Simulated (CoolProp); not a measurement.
Vapour-liquid equilibrium of propylene (1) + R134a (2) at 57.45 °C; x and y are mole fractions of (1).

Values from CoolProp's multi-fluid Helmholtz-energy mixture model, Lemmon 2013 and Tillner-Roth 1994; pair parameters Bell 2016.

**Question.** Give the bubble pressure and the first vapour's composition at x = 0.05, 0.65, 0.95. Is there an azeotrope?

**Answer.** x = 0.05: 1716 kPa, y = 0.099; x = 0.65: 2543 kPa, y = 0.674; x = 0.95: 2464 kPa, y = 0.937. y crosses x between x = 0.65 and 0.8: the model has an azeotrope there.

The pair parameters rest on a limited set of measurements; away from them the model extrapolates.
